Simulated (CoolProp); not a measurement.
Properties of hydrogen chloride along the isotherm 280.4 K (Tc = 324.7 K, pc = 8.314 MPa, ω = 0.130).

Computed with CoolProp (reference Helmholtz-energy equation of state, Thol 2018).

| p (MPa) | phase | density (kg/m³) | cp (kJ/(kg K)) | speed of sound (m/s) | Joule-Thomson coefficient (K/MPa) |
|---|---|---|---|---|---|
| 0.0394 | gas | 0.6179 | 0.8042 | 298.6 | 18.41 |
| 0.0614 | gas | 0.9645 | 0.8073 | 298.4 | 18.40 |
| 0.0956 | gas | 1.505 | 0.8121 | 297.9 | 18.38 |
| 0.149 | gas | 2.356 | 0.8196 | 297.3 | 18.34 |
| 0.232 | gas | 3.690 | 0.8317 | 296.2 | 18.29 |
| 0.361 | gas | 5.798 | 0.8512 | 294.5 | 18.20 |
| 0.562 | gas | 9.169 | 0.8835 | 291.9 | 18.08 |
| 0.875 | gas | 14.65 | 0.9394 | 287.6 | 17.88 |
| 1.36 | gas | 23.78 | 1.043 | 280.6 | 17.59 |
| 2.12 | gas | 40.20 | 1.272 | 268.3 | 17.16 |
| 3.3 | liquid | 898.8 | 2.136 | 598.5 | 0.2624 |
| 5.14 | liquid | 910.1 | 2.054 | 625.5 | 0.1972 |
| 8.01 | liquid | 925.5 | 1.961 | 662.3 | 0.1191 |
| 12.5 | liquid | 945.8 | 1.861 | 710.7 | 0.03129 |
